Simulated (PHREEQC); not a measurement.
Model water analysis in mg/L, 40 °C, pH 7.09, pe 9.3: Na 2390; K 4.3; Ca 256; Mg 67.5; Cl 4170; S(6) as SO4 176; Alkalinity as HCO3 35.6; Li 4.71; Si as SiO2 90.1.

Cl is adjusted to close the charge balance.
Valence states are taken as typed.

The numbers come from PHREEQC with the ion-association model, phreeqc.dat.

Precipitation was switched off in this run.

Q: What specific conductance, density does the model give?

A: specific conductance 17100 µS/cm; density 0.997 g/cm³.

Q: In which forms is S present?

A: SO4-2 70 %, NaSO4- 13 %, CaSO4 9.6 %, MgSO4 7.4 % of the S.

The solution is supersaturated, for example in Quartz (slow to form), Chalcedony (slow to form), so a real one may precipitate; this is no full list. At this temperature some constants are extrapolated from 25 °C, and those without enthalpy data are left unchanged.
